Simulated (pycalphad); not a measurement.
Source of the numbers: pycalphad with the COST 507 light-alloy database (1999); pressure 1 atm. The database dates from 1999; later assessments differ in places, in temperatures and in the compounds included. Phase fractions are per mole of atoms. Diffusion is slow at the low end, where real alloys seldom reach equilibrium.

Question: Give the equilibrium state of Ti-14.16Hf-0.9918B (wt.%) at 927 °C.

Answer: bcc, fraction 0.908, with 14.9 Hf, 0.02 B wt.%; BM, fraction 0.092, with 1.6 Hf, 18.2 B wt.%.

Question: Give the equilibrium state of Ti-14.16Hf-0.9918B (wt.%) at 627 °C.

Answer: hcp, fraction 0.907, with 14.9 Hf, 0.02 B wt.%; BM, fraction 0.093, with 1.3 Hf, 18.2 B wt.%.

Database names, with the compositions (at.%) that they take in these runs: BM: Ti 50 B 50.
